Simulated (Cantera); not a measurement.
Feed: 1 mol PbO, 0.068 mol CO, 0.16 mol N2, held at 0.510 bar.

Equilibrium computed with Cantera from the NASA thermochemical tables; the gas is ideal and each condensed phase is pure. Candidate condensed phases: C, Pb, PbO, PbO2, Pb3O4; 27 gas species. Each liquid is taken as pure. Mutual solubility and eutectic melting of coexisting phases are not modelled. Gases not in the tables: (PbO)n polymers. The numbers say what is thermodynamically allowed, not how fast it happens. All values below are at 1500 K.

Base state: N2 0.656, CO2 0.278, Pb 0.0481, PbO 0.0173, CO 0.000765, Pb2 2.02e-5 (mole fractions); condensed: Pb(l) + PbO(l).

### Question
What changes in the equilibrium state with this change: 0.37 mol H2 added?

### Answer
```
species        before     after
-----------  --------  --------
H2O                 0     0.578
N2              0.656     0.250
CO2             0.278     0.106
Pb             0.0481    0.0481
PbO            0.0173    0.0173
H2                  0  0.000615
OH                  0   1.64e-5
CO           0.000765  0.000292
Pb2           2.02e-5   2.02e-5
Pb(l), mol     0.0561     0.407
PbO(l), mol     0.928     0.551
```
Further candidate phases: C6H6, C7H8, C8H18, H2O.
